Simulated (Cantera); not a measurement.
## Pyrogenic steam for wet oxidation

A perfectly stirred reactor is fed with 19.0 % H2, 17.2 % O2, 63.8 % N2, equivalence ratio 0.55, at 13300 Pa; it is held at 1223 K, and followed from long to short residence time.

Detailed kinetics in Cantera: GRI-Mech 3.0 (53 species, 325 reactions). The temperature is held fixed by assumption; the heat of reaction is taken as removed at once.

```
τ (s)       x H2    x O2  x H2O     x NO2    x HO2
------  --------  ------  -----  --------  -------
8.5      7.63e-5  0.0857  0.209   1.71e-9  1.44e-6
3.4     0.000141  0.0857  0.209   1.00e-9  2.37e-6
1.3     0.000266  0.0857  0.209  6.00e-10  3.80e-6
0.53    0.000481  0.0857  0.209  4.27e-10  5.51e-6
0.21    0.000879  0.0857  0.208  3.53e-10  7.49e-6
0.083    0.00159  0.0858  0.207  3.22e-10  9.43e-6
0.033    0.00284  0.0861  0.204  3.04e-10  1.11e-5
0.013    0.00499  0.0867  0.200  2.90e-10  1.23e-5
0.0051   0.00857  0.0880  0.193  2.76e-10  1.31e-5
0.0020    0.0141  0.0905  0.179  2.49e-10  1.34e-5
```
x: mole fraction; the columns are a selection and need not sum to one.
